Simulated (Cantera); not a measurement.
## Premixed flame

A freely propagating, adiabatic, planar premixed flame of CH4 : H2 : O2 : N2 : H2O = 1 : 0.042 : 1.55 : 4.82 : 0.44 (molar parts), unburnt at 623 K and 5.53 atm; unity-Lewis-number transport, grid criteria slope 0.08 and curve 0.16, no radiation.

Model: GRI-Mech 3.0 (53 species, 325 reactions), integrated in Cantera. Unity Lewis numbers drop preferential diffusion, which matters most where H2 and H carry the flame. Burning velocities carry a grid error of a few per cent, more on coarse grids.

| z (mm) | T (K) | u (m/s) | x CH4 | x H2 | x O2 | x NO | x C2H6 | x H |
|---|---|---|---|---|---|---|---|---|
| -0.407 | 625 | 0.445 | 0.127 | 0.00539 | 0.197 | 2.88e-8 | 2.30e-6 | <1e-8 |
| -0.271 | 635 | 0.453 | 0.126 | 0.00565 | 0.196 | 2.23e-7 | 1.71e-5 | <1e-8 |
| -0.203 | 667 | 0.476 | 0.124 | 0.00645 | 0.193 | 8.65e-7 | 6.22e-5 | <1e-8 |
| -0.136 | 822 | 0.590 | 0.112 | 0.0105 | 0.176 | 4.94e-6 | 0.000287 | 2.63e-8 |
| -0.0678 | 1337 | 0.977 | 0.0682 | 0.0248 | 0.116 | 2.66e-5 | 0.000968 | 8.91e-6 |
| -0.0339 | 1750 | 1.30 | 0.0325 | 0.0371 | 0.0656 | 4.84e-5 | 0.000799 | 0.000193 |
| 0 | 2117 | 1.60 | 0.00577 | 0.0466 | 0.0207 | 7.79e-5 | 4.96e-5 | 0.00211 |
| 0.0339 | 2260 | 1.71 | 0.000398 | 0.0480 | 0.00424 | 0.000118 | 2.79e-7 | 0.00461 |
| 0.0678 | 2297 | 1.74 | 3.23e-5 | 0.0486 | 0.00116 | 0.000144 | <1e-8 | 0.00462 |
| 0.136 | 2323 | 1.76 | 1.11e-6 | 0.0493 | 0.000321 | 0.000163 | <1e-8 | 0.00328 |
| 0.271 | 2341 | 1.77 | 3.48e-8 | 0.0494 | 0.000109 | 0.000171 | <1e-8 | 0.00200 |
| 0.542 | 2349 | 1.77 | <1e-8 | 0.0493 | 4.82e-5 | 0.000175 | <1e-8 | 0.00137 |
| 1.08 | 2351 | 1.77 | <1e-8 | 0.0493 | 3.60e-5 | 0.000176 | <1e-8 | 0.00120 |
x: mole fraction of selected species; z is measured from the peak of heat release.

```yaml
laminar_burning_velocity: 44.4 cm/s
thermal_thickness: 0.136 mm
peak x(C2H6): 0.00104
peak x(H): 0.00482
grid_points: 138
```
